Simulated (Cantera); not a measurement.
Charge: 1 mol Cu₂O, 1.8 mol C, 0.096 mol CO, at 32.0 mbar.

These are equilibrium values from Cantera (NASA tables, ideal gas, pure condensed phases), not measurements of a reactor. Candidate condensed phases: C, Cu, CuO, Cu₂O; 15 gas species. The numbers say what is thermodynamically allowed, not how fast it happens. All values below are at 2400 K.

Base state: Cu 0.644, CO 0.355, Cu₂ 0.00177 (mole fractions); condensed: C(graphite).

What changes in the equilibrium state with this change: pressure from 32.0 mbar to 13.3 mbar?


| species | before | after |
|---|---|---|
| Cu | 0.644 | 0.645 |
| CO | 0.355 | 0.354 |
| Cu₂ | 0.00177 | 0.000741 |
| C(graphite), mol | 0.800 | 0.800 |
